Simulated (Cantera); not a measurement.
A freely propagating, adiabatic, planar premixed flame of CH4 : O2 : N2 = 1 : 2.9 : 14.2 (molar parts), unburnt at 423 K and 18000 Pa; mixture-averaged transport, grid criteria slope 0.08 and curve 0.16, no radiation.

Model: GRI-Mech 3.0 (53 species, 325 reactions), integrated in Cantera. Burning velocities carry a grid error of a few per cent, more on coarse grids.

**Question.** What does this change do: inlet temperature 423 to 500 K?

**Answer.** 
```
quantity                     before      after
------------------------  ---------  ---------
laminar burning velocity  38.0 cm/s  57.3 cm/s
thermal thickness           3.00 mm    2.63 mm
peak x(CH2)                 7.26e-6    9.46e-6
```

**Question.** What does this change do: inlet temperature 423 to 348 K?

**Answer.** 
```csv
quantity,before,after
laminar burning velocity,38.0 cm/s,24.3 cm/s
thermal thickness,3.00 mm,3.50 mm
peak x(CH2),7.26e-6,5.48e-6
```
